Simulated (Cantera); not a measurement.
An isothermal, constant-pressure homogeneous reactor starts with NH₃ : N₂ = 4.6 : 0.16 (molar parts), at 1900 K and 9.00 Torr.

Cantera simulation using the gas-phase N/H chemistry of the illustrative SiF4/NH3 mechanism in the Surface Chemkin manual (1991); the numbers are that mechanism's predictions, not measurements. Walls and surfaces, which speed up NH3 decomposition in real reactors, are not modelled.

x: mole fraction; the columns are a selection and need not sum to one.

```tsv
t (s)	x NH₃	x NH	x N	x N₂H₄	x N₂H₂
5.00e-6	0.966	<1e-12	<1e-12	<1e-12	<1e-12
1.28e-5	0.966	1.51e-12	<1e-12	<1e-12	<1e-12
3.27e-5	0.966	1.42e-11	<1e-12	<1e-12	2.08e-12
8.36e-5	0.966	1.18e-10	<1e-12	<1e-12	3.67e-11
0.000214	0.966	1.03e-9	<1e-12	3.11e-12	5.40e-10
0.000547	0.966	9.90e-9	2.12e-12	2.24e-11	6.34e-9
0.00140	0.966	9.23e-8	4.64e-11	1.52e-10	5.89e-8
0.00358	0.966	6.38e-7	5.33e-10	9.90e-10	4.82e-7
0.00914	0.965	2.83e-6	3.05e-9	…	3.37e-6
0.0234	0.961	6.65e-6	1.86e-8	1.85e-8	1.13e-5
0.0598	0.947	8.17e-6	6.30e-8	1.99e-8	1.27e-5
0.153	0.911	9.70e-6	1.71e-7	…	1.19e-5
0.391	0.828	1.14e-5	3.70e-7	…	1.01e-5
1.00	0.659	1.22e-5	5.95e-7	…	6.89e-6
```

### Question
Complete the blanks.

### Answer

- 0.00914, x N₂H₄: 5.94e-9
- 0.153, x N₂H₄: 1.74e-8
- 0.391, x N₂H₄: 1.38e-8
- 1.00, x N₂H₄: 9.37e-9
